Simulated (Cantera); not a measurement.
**N2O furnace oxynitridation**

A perfectly stirred reactor is fed with N2O : H2 : N2 = 1 : 0.0022 : 4.4 (molar parts), at 4.88 Torr; it is held at 1598 K, and followed from long to short residence time.

Computed with Cantera and GRI-Mech 3.0 (53 species, 325 reactions). GRI-Mech 3.0 was tuned for natural gas; its chemistry of N2O as a main component is partial and can be far from experiment. Radical loss at walls, strong at low pressure, is not modelled. The temperature is held fixed by assumption; the heat of reaction is taken as removed at once.

| τ (s) | x N2O | x H2 | x O | x O2 | x HO2 |
|---|---|---|---|---|---|
| 0.45 | 0.119 | 2.40e-5 | 0.000158 | 0.0217 | 4.77e-7 |
| 0.17 | 0.153 | 5.50e-5 | 0.000157 | 0.0104 | 1.24e-6 |
| 0.067 | 0.171 | 0.000112 | 0.000153 | 0.00452 | 2.51e-6 |
| 0.026 | 0.179 | 0.000203 | 0.000146 | 0.00175 | 3.65e-6 |
| 0.0099 | 0.183 | 0.000309 | 0.000134 | 0.000606 | 3.37e-6 |
| 0.0038 | 0.184 | 0.000377 | 0.000112 | 0.000186 | 1.51e-6 |
| 0.0015 | 0.185 | 0.000400 | 7.83e-5 | 5.01e-5 | 2.87e-7 |
| 0.00056 | 0.185 | 0.000406 | 4.25e-5 | 1.00e-5 | 2.51e-8 |
x: mole fraction; the columns are a selection and need not sum to one.
